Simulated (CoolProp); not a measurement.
Sulfur hexafluoride at 298.15 K and 10.7 MPa flows at 0.25 m/s in a round tube of 4.6 mm bore and 1.5 µm roughness, fully developed (64/Re and Nu = 3.66 if laminar; Colebrook and Gnielinski if turbulent). Each further row changes one setting.

Model: reference Helmholtz-energy equation of state, Guder 2009, in CoolProp.

```tsv
case	Reynolds number	Darcy friction factor	pressure drop (Pa/m)	heat-transfer coefficient (W/(m² K))	mass flow (kg/h)
as stated	10200	0.0312	?	?	22.8
velocity 0.5 m/s	20400	0.0265	1100	?	45.6
diameter 9.2 mm	20400	0.0261	135	?	91.3
```

Problem. What belongs in the gaps?

Solution. 
- as stated, pressure drop (Pa/m): 324
- as stated, heat-transfer coefficient (W/(m² K)): 773
- velocity 0.5 m/s, heat-transfer coefficient (W/(m² K)): 1430
- diameter 9.2 mm, heat-transfer coefficient (W/(m² K)): 707

Viscosity comes from a separate model (Quiñones-Cisneros 2012). Thermal conductivity comes from a separate model (Assael 2012).
